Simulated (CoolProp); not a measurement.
The numbers come from the reference Helmholtz-energy equation of state, Span 1996 in CoolProp.

Problem. For carbon dioxide, give the phase and the cp (kJ/(kg K)), cv (kJ/(kg K)), Prandtl number at 855.1 K and 444 kPa; 308.8 K and 21.4 kPa; 453.7 K and 14.1 kPa.

Solution. 
- 855.1 K and 444 kPa: gas; cp 1.19, cv 1.00, Prandtl number 0.722
- 308.8 K and 21.4 kPa: gas; cp 0.856, cv 0.666, Prandtl number 0.758
- 453.7 K and 14.1 kPa: gas; cp 0.982, cv 0.793, Prandtl number 0.742

Viscosity comes from a separate model (Laesecke 2017). Thermal conductivity comes from a separate model (Huber 2016).
